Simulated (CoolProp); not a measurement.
Properties of acetone along the isobar 1.01 bar (Tc = 508.1 K, pc = 46.92 bar, ω = 0.307).

The numbers come from the reference Helmholtz-energy equation of state, Lemmon 2006 in CoolProp. It is a short technical equation, of lower accuracy than the large ones.

```json
[
 {"T (K)": "303.6", "phase": "liquid", "speed of sound (m/s)": "1139", "Joule-Thomson coefficient (K/MPa)": "-0.3336", "expansivity (1/kK)": "1.449"},
 {"T (K)": "328.2", "phase": "liquid", "speed of sound (m/s)": "1027", "Joule-Thomson coefficient (K/MPa)": "-0.2882", "expansivity (1/kK)": "1.580"},
 {"T (K)": "352.9", "phase": "gas", "speed of sound (m/s)": "230.5", "Joule-Thomson coefficient (K/MPa)": "55.89", "expansivity (1/kK)": "3.346"},
 {"T (K)": "377.5", "phase": "gas", "speed of sound (m/s)": "239.3", "Joule-Thomson coefficient (K/MPa)": "39.76", "expansivity (1/kK)": "2.971"},
 {"T (K)": "402.1", "phase": "gas", "speed of sound (m/s)": "247.5", "Joule-Thomson coefficient (K/MPa)": "29.48", "expansivity (1/kK)": "2.702"},
 {"T (K)": "426.8", "phase": "gas", "speed of sound (m/s)": "255.2", "Joule-Thomson coefficient (K/MPa)": "22.64", "expansivity (1/kK)": "2.494"},
 {"T (K)": "451.4", "phase": "gas", "speed of sound (m/s)": "262.6", "Joule-Thomson coefficient (K/MPa)": "17.95", "expansivity (1/kK)": "2.326"},
 {"T (K)": "476.1", "phase": "gas", "speed of sound (m/s)": "269.7", "Joule-Thomson coefficient (K/MPa)": "14.60", "expansivity (1/kK)": "2.184"},
 {"T (K)": "500.7", "phase": "gas", "speed of sound (m/s)": "276.6", "Joule-Thomson coefficient (K/MPa)": "12.14", "expansivity (1/kK)": "2.062"},
 {"T (K)": "525.4", "phase": "gas", "speed of sound (m/s)": "283.2", "Joule-Thomson coefficient (K/MPa)": "10.28", "expansivity (1/kK)": "1.955"},
 {"T (K)": "550", "phase": "gas", "speed of sound (m/s)": "289.7", "Joule-Thomson coefficient (K/MPa)": "8.836", "expansivity (1/kK)": "1.860"}
]
```
